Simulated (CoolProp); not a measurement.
A single-stage vapour-compression cycle with R13: evaporating at 194.15 K (dew point), condensing at 251.15 K (bubble point), superheat 5 K, subcooling 8 K, compressor efficiency 0.75, no pressure losses. Each further row changes one setting.

The numbers come from the reference Helmholtz-energy equation of state, Platzer 1990 in CoolProp. This equation is an older, rougher fit; its heat capacities, sound speeds and derivatives of the liquid may be far off and weren't checked against measurements.

```tsv
case	cooling COP	pressure ratio	discharge temperature (K)	refrigerating effect (kJ/kg)	volumetric capacity (kJ/m³)
as stated	2.00	9.36	300.1	104	788
evaporating temperature 199.15 K	___	7.27	___	106	1020
condensing temperature 246.15 K	2.26	8.03	___	109	827
subcooling 13 K	___	9.36	300.1	109	827
superheat 15 K	1.99	9.36	___	___	___
compressor efficiency 0.65	___	9.36	311.4	104	788
```

What belongs in the gaps?


- evaporating temperature 199.15 K, cooling COP: 2.30
- evaporating temperature 199.15 K, discharge temperature (K): 294.5
- condensing temperature 246.15 K, discharge temperature (K): 292.7
- subcooling 13 K, cooling COP: 2.09
- superheat 15 K, discharge temperature (K): 311.8
- superheat 15 K, refrigerating effect (kJ/kg): 110
- superheat 15 K, volumetric capacity (kJ/m³): 784
- compressor efficiency 0.65, cooling COP: 1.73
